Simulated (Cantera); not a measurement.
A perfectly stirred reactor is fed with CO : O2 : H2O : N2 = 0.001 : 0.058 : 0.00097 : 1 (molar parts), at 8.39 atm; it is held at 1498 K, and followed from long to short residence time.

Computed with Cantera and GRI-Mech 3.0 (53 species, 325 reactions).

Question: What does this change do: temperature 1498 to 1100 K?

Answer: 
| quantity | before | after |
|---|---|---|
| x(CO) at τ = 0.420 s | 1.38e-5 | 0.000703 |
| x(O2) at τ = 0.420 s | 0.0543 | 0.0546 |
| x(H2O) at τ = 0.420 s | 0.000912 | 0.000915 |
| x(OH) at τ = 0.420 s | 6.32e-6 | 2.66e-8 |
| x(H2) at τ = 0.420 s | 1.37e-8 | 5.08e-8 |
| x(CO) at τ = 13.0 ms | 0.000167 | 0.000939 |
| x(O2) at τ = 13.0 ms | 0.0543 | 0.0547 |
| x(H2O) at τ = 13.0 ms | 0.000908 | 0.000915 |
| x(OH) at τ = 13.0 ms | 1.39e-5 | 1.14e-8 |
| x(H2) at τ = 13.0 ms | 1.04e-7 | 2.13e-9 |
